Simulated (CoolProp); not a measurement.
Vapour-liquid equilibrium of benzene (1) + dimethyl carbonate (2) at 0.348 MPa; x and y are mole fractions of (1).

The numbers come from the multi-fluid Helmholtz-energy mixture model, Thol 2012 and Zhou 2011; pair parameters Bell 2016 in CoolProp.

| x | bubble temperature (°C) | y at the bubble point | dew temperature at overall composition x (°C) | liquid density (mol/L) |
|---|---|---|---|---|
| 0.05 | 133.4 | 0.072 | 133.7 | 10.06 |
| 0.2 | 130.7 | 0.258 | 131.5 | 10.01 |
| 0.35 | 128.8 | 0.411 | 129.5 | 9.947 |
| 0.5 | 127.4 | 0.547 | 127.9 | 9.890 |
| 0.65 | 126.5 | 0.675 | 126.7 | 9.835 |
| 0.8 | 126.1 | 0.805 | 126.1 | 9.784 |
| 0.95 | 126.1 | 0.948 | 126.1 | 9.737 |

y crosses x between x = 0.8 and 0.95: the model has an azeotrope there.

Pair parameters are fitted to limited data, so mixtures are less certain than the pure fluids.
